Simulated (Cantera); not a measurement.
A Cantera script and its output.

```python
import numpy as np
import cantera as ct

gas = ct.Solution("gri30.yaml")
gas.TPX = 675, 100000, {'C3H8': 1, 'O2': 5.68, 'N2': 21.4}
flame = ct.FreeFlame(gas, width=0.04)
flame.set_refine_criteria(ratio=3, slope=0.08, curve=0.16)
flame.transport_model = "mixture-averaged"
flame.solve(loglevel=0, auto=True)
z, T = flame.grid, flame.T
thick = (T[-1] - T[0]) / np.gradient(T, z).max()
show = ['C3H8', 'O2', 'CH2', 'CH2CO', 'N2O', 'OH']
print(f"laminar burning velocity  {flame.velocity[0] * 100:.3f} cm/s")
print(f"burnt temperature         {T[-1]:.1f} K")
print(f"thermal thickness         {thick * 1e3:.4f} mm")
print(f"grid points               {len(z)}")
z0 = z[flame.heat_release_rate.argmax()]
print(f"{'z/mm':>9s}{'T/K':>9s}{'u/(m/s)':>9s}" + "".join(f"{s:>11s}" for s in show))
rows = []
for k in (-3, -2, -1.5, -1, -0.5, -0.25, 0, 0.25, 0.5, 1, 2, 4, 8):
    zz = z0 + k * thick
    rows.append([k * thick, np.interp(zz, z, T), np.interp(zz, z, flame.velocity),
                 *(np.interp(zz, z, flame.X[gas.species_index(s)]) for s in show)])
    print(f"{rows[-1][0] * 1e3:9.3f}{rows[-1][1]:9.1f}{rows[-1][2]:9.3f}" + "".join(f"{x:11.3e}" for x in rows[-1][3:]))
```

Output:

```
laminar burning velocity  188.186 cm/s
burnt temperature         2375.3 K
thermal thickness         0.2675 mm
grid points               149
     z/mm      T/K  u/(m/s)       C3H8         O2        CH2      CH2CO        N2O         OH
   -0.803    675.1    1.883  3.559e-02  2.021e-01  2.488e-18  5.244e-09  2.379e-13  2.800e-12
   -0.535    676.1    1.889  3.554e-02  2.017e-01  7.868e-15  1.458e-07  5.546e-12  7.398e-10
   -0.401    679.6    1.902  3.546e-02  2.010e-01  5.901e-13  8.345e-07  2.867e-11  1.358e-08
   -0.268    704.7    1.983  3.509e-02  1.978e-01  1.841e-10  9.596e-06  2.767e-10  6.052e-07
   -0.134    944.3    2.715  2.803e-02  1.733e-01  3.032e-07  2.450e-04  5.059e-09  3.517e-05
   -0.067   1300.9    3.846  1.152e-02  1.354e-01  1.246e-05  9.865e-04  1.799e-08  4.461e-04
    0.000   1684.8    5.093  5.652e-04  8.981e-02  6.199e-05  1.335e-03  4.977e-08  2.870e-03
    0.067   1858.0    5.639  1.284e-06  6.204e-02  2.507e-05  3.582e-04  9.798e-08  6.838e-03
    0.134   1908.4    5.778  4.515e-10  5.041e-02  2.004e-06  3.324e-05  1.369e-07  9.146e-03
    0.268   1962.3    5.903  6.565e-16  4.276e-02  7.189e-09  1.660e-07  1.604e-07  1.052e-02
    0.535   2033.8    6.077  3.136e-23  3.838e-02  1.566e-12  4.028e-11  1.647e-07  1.102e-02
    1.070   2119.8    6.297  2.151e-31  3.545e-02  2.336e-16  8.397e-16  1.799e-07  1.080e-02
    2.140   2211.4    6.529  4.775e-43  3.256e-02  8.967e-17  3.819e-19  2.091e-07  9.905e-03
```

Computed with Cantera and GRI-Mech 3.0 (53 species, 325 reactions). GRI-Mech 3.0 was tuned for natural gas; its chemistry of propane as a main component is partial and can be far from experiment. Burning velocities carry a grid error of a few per cent, more on coarse grids.
